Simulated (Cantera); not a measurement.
A closed system holds: 1 mol SiC, 0.0038 mol O₂, 3.7 mol H₂, equilibrated at 1925 K and 0.100 bar.

Method: chemical equilibrium by Gibbs-energy minimisation in Cantera with the NASA 1993 tables (ideal gas, pure condensed phases). Candidate condensed phases: C, C₆H₆, C₇H₈, C₈H₁₈, H₂O, Si, SiC, SiO₂; 123 gas species. Gases not in the tables: Si₂H₆ and higher silanes. Kinetics and transport are ignored.

Base state: H₂ 0.995, H 0.00302, CO 0.00108, SiO 0.000965, Si 7.67e-5, SiH₂ 2.99e-5, SiH 1.97e-5 (mole fractions); condensed: SiC(s).

Problem. What changes in the equilibrium state with this change: pressure from 0.100 bar to 1.00 bar?

Solution. 
```
species        before     after
-----------  --------  --------
H₂              0.995     0.997
SiO          0.000965   0.00103
CO            0.00108   0.00102
H             0.00302  0.000955
Si            7.67e-5   8.14e-6
CH₄           4.82e-6   4.56e-5
SiH           1.97e-5   6.61e-6
SiH₂          2.99e-5   3.18e-5
SiC(s), mol     0.996     0.996
```
